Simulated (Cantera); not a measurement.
A closed system holds: 1 mol Al2O3, 110 mol H2, 2.5 mol N2, equilibrated at 0.100 bar.

These are equilibrium values from Cantera (NASA tables, ideal gas, pure condensed phases), not measurements of a reactor. Candidate condensed phases: Al, AlN, Al2O3, H2O; 35 gas species. Equilibrium is a limit: real reactors are often held back by kinetics, nucleation or transport.

Question: At 1477 °C, list the 4 most abundant gas species with their mole fractions, and the condensed phases.

Answer: H2 0.977, N2 0.0222, H 0.000727, H2O 1.65e-5. Condensed: Al2O3(s).
